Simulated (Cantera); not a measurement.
## HgO + H2 (iron carbonyl, mercury and lead vapours)

Feed: 1 mol HgO, a varied amount of H2, equilibrated at 1200 °C and 1.00 Torr.

These are equilibrium values from Cantera (NASA tables, ideal gas, pure condensed phases), not measurements of a reactor. Candidate condensed phases: H2O, Hg, HgO; 10 gas species. Kinetics and transport are ignored.

From 0.24 mol H2 to 1.4 mol H2 nothing is condensed. The main Hg-bearing gas is Hg throughout.

| n(H2) (mol) | log p Hg | log p H2O | log p O2 | log p H2 | log p OH | log p H | log p O | log p HO2 |
|---|---|---|---|---|---|---|---|---|
| 0.24 | -3.08 | -3.71 | -3.51 | -7.84 | -6.27 | -8.82 | -7.31 | -10.27 |
| 0.31 | -3.09 | -3.60 | -3.56 | -7.71 | -6.23 | -8.75 | -7.33 | -10.26 |
| 0.39 | -3.10 | -3.51 | -3.62 | -7.59 | -6.20 | -8.69 | -7.36 | -10.26 |
| 0.51 | -3.12 | -3.41 | -3.73 | -7.43 | -6.18 | -8.61 | -7.42 | -10.29 |
| 0.65 | -3.14 | -3.32 | -3.89 | -7.26 | -6.18 | -8.53 | -7.50 | -10.37 |
| 0.84 | -3.16 | -3.23 | -4.26 | -6.99 | -6.22 | -8.39 | -7.68 | -10.60 |
| 1.1 | -3.20 | -3.20 | -9.77 | -4.20 | -7.58 | -7.00 | -10.44 | -14.71 |
| 1.4 | -3.26 | -3.26 | -10.97 | -3.65 | -7.91 | -6.72 | -11.04 | <-14 |
log p: log10 of the partial pressure in bar; nothing condenses.
